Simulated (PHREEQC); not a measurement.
Make-up at 43 °C: 5.5 mmol/kgw Cu(NO3)2, 8.8 mmol/kgw HCl and 190 mmol/kgw KCl. It is in equilibrium with CO2 at log p = -3.4 (atm). Otherwise closed; pH follows from the charge balance.

Model: ion-association model, phreeqc.dat, run in PHREEQC.

Each row changes one thing in this solution. Precipitation was switched off in this run.

```csv
case,pH,HCO3- (mol/kgw)
as made,2.16,8.78e-10
Cu(NO3)2 left out,2.16,(withheld)
KCl left out,2.11,(withheld)
diluted 10-fold with water,3.11,(withheld)
```

Problem. Fill in the missing entries.

Solution. 
- Cu(NO3)2 left out, HCO3- (mol/kgw): 8.71e-10
- KCl left out, HCO3- (mol/kgw): 6.80e-10
- diluted 10-fold with water, HCO3- (mol/kgw): 6.70e-9

At this temperature some constants are extrapolated from 25 °C, and those without enthalpy data are left unchanged.
